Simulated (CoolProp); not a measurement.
Saturation properties of CH2F2 (R32).

Computed with CoolProp (reference Helmholtz-energy equation of state, Tillner-Roth 1997).

| T (°C) | p (MPa) | liquid density (kg/m³) | vapour Z |
|---|---|---|---|
| -56.25 | 0.07970 | 1226 | 0.9639 |
| -51.05 | 0.1045 | 1211 | 0.9571 |
| -45.95 | 0.1344 | 1197 | 0.9497 |
| -40.85 | 0.1707 | 1183 | 0.9415 |
| -35.65 | 0.2152 | 1168 | 0.9322 |
| -30.55 | 0.2673 | 1153 | 0.9223 |
| -25.35 | 0.3300 | 1137 | 0.9112 |
| -20.25 | 0.4019 | 1121 | 0.8995 |
| -15.15 | 0.4854 | 1105 | 0.8868 |
| -9.95 | 0.5836 | 1089 | 0.8728 |
| -4.85 | 0.6940 | 1072 | 0.8581 |
| 0.25 | 0.8196 | 1054 | 0.8423 |
| 5.45 | 0.9647 | 1036 | 0.8251 |

It boils at -51.7 °C under 1 atm.
